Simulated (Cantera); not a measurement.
A closed system holds: 1 mol BN, 1.1 mol O₂, 1.3 mol N₂, at 1950 K and 5.03 Torr.

Cantera equilibrium calculation (NASA polynomials, part measured and part estimated; ideal gas, pure solids and liquids). Candidate condensed phases: B, BN, B₂O₃; 17 gas species. Rates play no part.

Base state: N₂ 0.672, B₂O₃ 0.175, O₂ 0.122, BO₂ 0.0250, NO 0.00467, O 0.00192, BO 0.000111 (mole fractions); condensed: gas only.

**Question.** What changes in the equilibrium state with this change: pressure from 5.03 Torr to 9.75 Torr?

**Answer.** 
```json
[
 {"species": "N₂", "before": "0.672", "after": "0.673"},
 {"species": "B₂O₃", "before": "0.175", "after": "0.177"},
 {"species": "O₂", "before": "0.122", "after": "0.123"},
 {"species": "BO₂", "before": "0.0250", "after": "0.0214"},
 {"species": "BO", "before": "0.000111", "after": "6.75e-5"},
 {"species": "O", "before": "0.00192", "after": "0.00139"},
 {"species": "NO", "before": "0.00467", "after": "0.00470"}
]
```

**Question.** What changes in the equilibrium state with this change: BN replaced by Si₃N₄?

**Answer.** 
```
species       before    after
----------  --------  -------
N₂             0.672    0.598
SiO                0    0.399
Si                 0  0.00355
B₂O₃           0.175        0
O₂             0.122    <1e-9
BO₂           0.0250        0
NO           0.00467    <1e-9
O            0.00192    <1e-9
BO          0.000111        0
Si(l), mol         0    0.779
```
The tables' values for SiN are old estimates; treat these amounts as uncertain. Further candidate phases: Si, SiO₂, Si₂N₂O, Si₃N₄.
